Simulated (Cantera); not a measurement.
Cantera run:

```python
import numpy as np
import cantera as ct

gas_names = [...]  # 109 gases of nasa_gas.yaml made of C, Cl, H, Si
cond_names = """
    C(gr) C6H6(L) C7H8(L) C8H18(L),n-octa Si(cr) Si(L) SiC(b)
""".split()


# ... load() reads the species with a 1 bar reference pressure and builds the phases ...
atoms = {
    'SiH4': {'Si': 1, 'H': 4},
    'C2H4': {'C': 2, 'H': 4},
    'H2': {'H': 2},
    'HCl': {'H': 1, 'CL': 1},
}
top_T = {'C(gr)': 4500, 'SiC(b)': 3050}  # K; cautious upper limits of use, not melting points


# ... equilibrate(T, P, feed) seeds the gas with the atoms and calls Mixture.equilibrate('TP', solver="vcs", rtol=1e-11, max_steps=5000) ...
results = []
T = 950  # K
P = 83000  # Pa
for m in [0.1, 0.12, 0.15, 0.18, 0.21, 0.25, 0.3, 0.36, 0.44, 0.52, 0.63]:
    feed = {'SiH4': 1, 'C2H4': m, 'H2': 450, 'HCl': 3.4}  # mol
    mix = equilibrate(T, P, feed)
    results.append((T, P, feed, dict(zip(mix.species_names, mix.species_moles))))
    x = sorted(zip(gas.X, gas.species_names), reverse=True)
    print(f"T = {T:g} K  P = {P:g} Pa  n(C2H4) = {m:g} mol  gas = {mix.phase_moles(0):.4g} mol")
    print("   x: " + "  ".join(f"{s} {v:.3e}" for v, s in x if v > 1e-05))
    print("   condensed (mol): " + ("  ".join(f"{mix.phase(i).name} {mix.phase_moles(i):.4g}"
          for i in range(1, mix.n_phases) if mix.phase_moles(i) > 1e-12) or "none"))
```

Output:

```
T = 950 K  P = 83000 Pa  n(C2H4) = 0.1 mol  gas = 454.8 mol
   x: H2 9.961e-01  HCL 2.112e-03  SiHCL3 1.004e-03  SiCL4 4.641e-04  SiH2CL2 2.204e-04  CH4 3.388e-05  SiH3CL 1.209e-05
   condensed (mol): Si(cr) 0.03437  SiC(b) 0.1846
T = 950 K  P = 83000 Pa  n(C2H4) = 0.12 mol  gas = 454.9 mol
   x: H2 9.961e-01  HCL 2.137e-03  SiHCL3 9.959e-04  SiCL4 4.659e-04  SiH2CL2 2.160e-04  CH4 3.539e-05  SiH3CL 1.171e-05
   condensed (mol): SiC(b) 0.2239
T = 950 K  P = 83000 Pa  n(C2H4) = 0.15 mol  gas = 455 mol
   x: H2 9.959e-01  HCL 2.409e-03  SiHCL3 9.134e-04  SiCL4 4.817e-04  SiH2CL2 1.758e-04  CH4 5.523e-05
   condensed (mol): SiC(b) 0.2749
T = 950 K  P = 83000 Pa  n(C2H4) = 0.18 mol  gas = 455 mol
   x: H2 9.958e-01  HCL 2.676e-03  SiHCL3 8.357e-04  SiCL4 4.898e-04  SiH2CL2 1.447e-04  CH4 8.279e-05
   condensed (mol): SiC(b) 0.3223
T = 950 K  P = 83000 Pa  n(C2H4) = 0.21 mol  gas = 455.1 mol
   x: H2 9.956e-01  HCL 2.933e-03  SiHCL3 7.650e-04  SiCL4 4.915e-04  SiH2CL2 1.208e-04  CH4 1.190e-04
   condensed (mol): SiC(b) 0.3658
T = 950 K  P = 83000 Pa  n(C2H4) = 0.25 mol  gas = 455.2 mol
   x: H2 9.953e-01  HCL 3.250e-03  SiHCL3 6.829e-04  SiCL4 4.863e-04  CH4 1.814e-04  SiH2CL2 9.732e-05
   condensed (mol): SiC(b) 0.4174
T = 950 K  P = 83000 Pa  n(C2H4) = 0.3 mol  gas = 455.3 mol
   x: H2 9.950e-01  HCL 3.600e-03  SiHCL3 5.990e-04  SiCL4 4.727e-04  CH4 2.810e-04  SiH2CL2 7.704e-05
   condensed (mol): SiC(b) 0.4721
T = 950 K  P = 83000 Pa  n(C2H4) = 0.36 mol  gas = 455.5 mol
   x: H2 9.946e-01  HCL 3.953e-03  SiHCL3 5.210e-04  SiCL4 4.515e-04  CH4 4.275e-04  SiH2CL2 6.100e-05
   condensed (mol): SiC(b) 0.5253
T = 950 K  P = 83000 Pa  n(C2H4) = 0.44 mol  gas = 455.6 mol
   x: H2 9.941e-01  HCL 4.329e-03  CH4 6.578e-04  SiHCL3 4.445e-04  SiCL4 4.221e-04  SiH2CL2 4.750e-05
   condensed (mol): SiC(b) 0.5803
T = 950 K  P = 83000 Pa  n(C2H4) = 0.52 mol  gas = 455.6 mol
   x: H2 9.936e-01  HCL 4.624e-03  CH4 9.161e-04  SiCL4 3.946e-04  SiHCL3 3.888e-04  SiH2CL2 3.888e-05
   condensed (mol): SiC(b) 0.6226
T = 950 K  P = 83000 Pa  n(C2H4) = 0.63 mol  gas = 455.7 mol
   x: H2 9.930e-01  HCL 4.940e-03  CH4 1.302e-03  SiCL4 3.615e-04  SiHCL3 3.333e-04  SiH2CL2 3.119e-05
   condensed (mol): SiC(b) 0.6669
```

Cantera equilibrium calculation (NASA polynomials, part measured and part estimated; ideal gas, pure solids and liquids).
